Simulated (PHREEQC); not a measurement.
Make-up at 25 °C: 0.019 mol HF and 0.034 mol K2HPO4 per kg of water. Closed to the air; pH follows from the charge balance.

All values are PHREEQC results (ion-association model, phreeqc.dat), not measurements.

No solid was allowed to form.

Question: What pH does the model give?

Answer: pH 6.78.

Question: In which forms is K present?

Answer: K+ 99 %, KHPO4- 1.1 % of the K.
